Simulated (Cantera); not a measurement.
A closed system holds: 1 mol CO2, 0.011 mol SO2, 2.1 mol H2, at 2975 K and 101000 Pa.

Cantera equilibrium calculation (NASA polynomials, part measured and part estimated; ideal gas, pure solids and liquids). Candidate condensed phases: C, C6H6, C7H8, C8H18, H2O, H2SO4, S; 123 gas species. Equilibrium is a limit: real reactors are often held back by kinetics, nucleation or transport.

Base state: H2 0.332, CO 0.275, H2O 0.253, H 0.0837, CO2 0.0285, OH 0.0207, O 0.00321, SO 0.00146 (mole fractions); condensed: gas only.

### Question
What changes in the equilibrium state with this change: pressure from 101000 Pa to 133 Pa?

### Answer
```
species    before     after
-------  --------  --------
H          0.0837     0.639
CO          0.275     0.166
O         0.00321     0.153
H2          0.332    0.0255
H2O         0.253   0.00121
CO2        0.0285   0.00108
OH         0.0207   0.00991
H2S       7.90e-5   2.24e-8
SO2      0.000812   8.94e-6
SH       0.000415   1.17e-5
SO        0.00146  0.000257
O2       0.000969   0.00288
```
